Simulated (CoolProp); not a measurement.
The numbers come from the reference Helmholtz-energy equation of state, Gao 2020 in CoolProp.

### Question
For ammonia, give the phase and the Z, Joule-Thomson coefficient (K/MPa), conductivity (mW/(m K)), Prandtl number at 271.6 K and 4.62 MPa.

### Answer
- 271.6 K and 4.62 MPa: liquid; Z 0.0541, Joule-Thomson coefficient -0.149, conductivity 571, Prandtl number 1.42

Viscosity comes from a separate model (Fenghour 1995). Thermal conductivity comes from a separate model (Tufeu 1984).
